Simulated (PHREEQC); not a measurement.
Solution (35 °C): 40 mmol/kgw Al2(SO4)3, 25 mmol/kgw CaCl2, 0.51 mmol/kgw NaF and 4.2 mmol/kgw NaCl. Closed to the air; pH follows from the charge balance.

Model: ion-association model, wateq4f.dat, run in PHREEQC.

No solid was allowed to form.

Problem. What pH does the model give?

Solution. pH 3.74.

Problem. In which forms is Na present?

Solution. Na+ 96 %, NaSO4- 4.1 % of the Na.

Saturation is exceeded, for instance for Gypsum, Gibbsite (slow to form); the values hold only as long as no solid forms. Fluoro complexes past AlF4- and FeF3 are missing from the database.
